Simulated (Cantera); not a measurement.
Input: 1 mol Cu2O, 3.3 mol H2, held at 1675 K and 0.00140 bar.

Equilibrium computed with Cantera from the NASA thermochemical tables; the gas is ideal and each condensed phase is pure. Candidate condensed phases: Cu, CuO, Cu(OH)2, Cu2O, H2O; 12 gas species. Equilibrium is a limit: real reactors are often held back by kinetics, nucleation or transport.

Base state: H2 0.638, H2O 0.278, Cu 0.0815, H 0.00248, Cu2 8.71e-5, OH 5.22e-5 (mole fractions); condensed: Cu(l).

Question: What changes in the equilibrium state with this change: temperature from 1675 K to 1123.15 K?

Answer: 
```csv
species,before,after
H2,0.638,0.697
H2O,0.278,0.303
H,0.00248,9.53e-7
Cu,0.0815,9.00e-7
Cu2,8.71e-5,<1e-9
OH,5.22e-5,2.14e-9
"Cu(l), mol",1.71,0
"Cu(s), mol",0,2.00
```
